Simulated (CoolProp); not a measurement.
Vapour-liquid equilibrium of ethanol (1) + n-heptane (2) at 103.05 °C; x and y are mole fractions of (1).

Computed with CoolProp (multi-fluid Helmholtz-energy mixture model, Schroeder 2014 and Span 2003; pair parameters Bell 2016).

```
x     bubble pressure (MPa)  y at the bubble point  dew pressure at overall composition x (MPa)  liquid density (mol/L)
----  ---------------------  ---------------------  -------------------------------------------  ----------------------
0.05                 0.1728                  0.342                                       0.1219                   6.259
0.15                 0.2347                  0.538                                       0.1358                   6.650
0.25                 0.2604                  0.600                                       0.1530                   7.111
0.35                 0.2709                  0.627                                       0.1747                   7.658
0.45                 0.2758                  0.643                                       0.2028                   8.313
0.55                 0.2789                  0.659                                       0.2394                   9.101
0.65                 0.2811                  0.682                                       0.2774                   10.05
0.75                 0.2809                  0.722                                       0.2793                   11.21
0.85                 0.2755                  0.792                                       0.2687                   12.63
0.95                 0.2607                  0.911                                       0.2554                   14.39
```

y crosses x between x = 0.65 and 0.75: the model has an azeotrope there.

Pair parameters are fitted to limited data, so mixtures are less certain than the pure fluids. With so large a gap from Raoult's law the liquid may split in two, which this calculation doesn't test in full.
